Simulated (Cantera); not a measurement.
Charge: 1 mol Fe, 0.37 mol SO2, 36 mol CO, held at 1775 K and 38.0 mbar.

Cantera equilibrium calculation (NASA polynomials, part measured and part estimated; ideal gas, pure solids and liquids). Candidate condensed phases: C, Fe, Fe(CO)5, FeO, FeS, FeSO4, FeS2, Fe2O3, Fe2(SO4)3, Fe3O4, S; 25 gas species. Kinetics and transport are ignored.

Base state: CO 0.974, CO2 0.0203, S2 0.00466, Fe 0.000536, COS 0.000532, S 0.000212, SO 0.000116, SO2 2.56e-5 (mole fractions); condensed: Fe(δ).

Task: What changes in the equilibrium state with this change: 0.062 mol CH4 added?

Result: 
| species | before | after |
|---|---|---|
| CO | 0.974 | 0.972 |
| CO2 | 0.0203 | 0.0183 |
| S2 | 0.00466 | 0.00455 |
| H2 | 0 | 0.00303 |
| Fe | 0.000536 | 0.000536 |
| H2O | 0 | 0.000212 |
| SH | 0 | 0.000151 |
| H | 0 | 8.18e-5 |
| H2S | 0 | 4.70e-5 |
| Fe(δ), mol | 0.981 | 0.980 |
Further candidate phases: C6H6, C7H8, C8H18, Fe(OH)2, Fe(OH)3, H2O, H2SO4.

Task: What changes in the equilibrium state with this change: SO2 from 0.37 to 2.3 mol?

Result: 
| species | before | after |
|---|---|---|
| CO | 0.974 | 0.860 |
| CO2 | 0.0203 | 0.120 |
| S2 | 0.00466 | 0.0155 |
| Fe | 0.000536 | 0.000414 |
| SO2 | 2.56e-5 | 0.00209 |
| S2O | 1.90e-6 | 4.21e-5 |
| SO | 0.000116 | 0.00141 |
| Fe(δ), mol | 0.981 | 0 |
| FeS(l), mol | 0 | 0.985 |
FeS: taken at fixed stoichiometry.

Task: What changes in the equilibrium state with this change: temperature from 1775 K to 1100 K?

Result: 
```
species        before    after
-----------  --------  -------
CO              0.974    0.979
CO2            0.0203   0.0206
COS          0.000532  7.07e-5
S2            0.00466  5.33e-8
Fe           0.000536    <1e-9
S            0.000212    <1e-9
SO           0.000116    <1e-9
SO2           2.56e-5    <1e-9
Fe(δ), mol      0.981        0
Fe(α), mol          0    0.633
FeS(s), mol         0    0.367
```
Mutual solubility and eutectic melting of coexisting phases are not modelled. FeS: taken at fixed stoichiometry.
